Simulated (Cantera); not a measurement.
**Premixed flame**

A freely propagating, adiabatic, planar premixed flame of CH4 : H2 : O2 : N2 : CO2 = 1 : 0.065 : 2.54 : 9.55 : 0.88 (molar parts), unburnt at 400 K and 0.987 atm; mixture-averaged transport, grid criteria slope 0.08 and curve 0.16, no radiation.

Cantera simulation using GRI-Mech 3.0 (53 species, 325 reactions); the numbers are that mechanism's predictions, not measurements. Burning velocities carry a grid error of a few per cent, more on coarse grids.

```
z (mm)  T (K)  u (m/s)     x CH4      x H2    x O2    x C2H6  x C2H    x CH2O
------  -----  -------  --------  --------  ------  --------  -----  --------
-1.85     400    0.310    0.0712   0.00485   0.181   1.82e-8  <1e-8   8.52e-8
-1.23     404    0.313    0.0709   0.00525   0.181   5.52e-7  <1e-8   2.22e-6
-0.923    416    0.323    0.0701   0.00568   0.180   3.12e-6  <1e-8   1.15e-5
-0.616    489    0.380    0.0656   0.00647   0.174   3.08e-5  <1e-8   9.58e-5
-0.308    852    0.667    0.0447   0.00763   0.143  0.000318  <1e-8  0.000647
-0.154   1203    0.946    0.0241   0.00815   0.109  0.000473  <1e-8  0.000799
0        1542     1.22   0.00489   0.00720  0.0703   4.98e-5  <1e-8  0.000398
0.154    1676     1.32  0.000204   0.00451  0.0515   6.73e-8  <1e-8   3.05e-5
0.308    1729     1.35   5.43e-6   0.00346  0.0462     <1e-8  <1e-8   9.31e-7
0.616    1793     1.40     <1e-8   0.00271  0.0426     <1e-8  <1e-8     <1e-8
1.23     1855     1.44     <1e-8   0.00173  0.0399     <1e-8  <1e-8     <1e-8
2.46     1900     1.47     <1e-8  0.000885  0.0381     <1e-8  <1e-8     <1e-8
4.92     1926     1.49     <1e-8  0.000382  0.0372     <1e-8  <1e-8     <1e-8
```
x: mole fraction of selected species; z is measured from the peak of heat release.

```
Quantity                      Value
------------------------  ---------
laminar burning velocity  30.9 cm/s
thermal thickness          0.616 mm
peak x(C2H6)               0.000490
peak x(C2H)                 1.03e-8
peak x(CH2O)               0.000815
grid points                     128
```
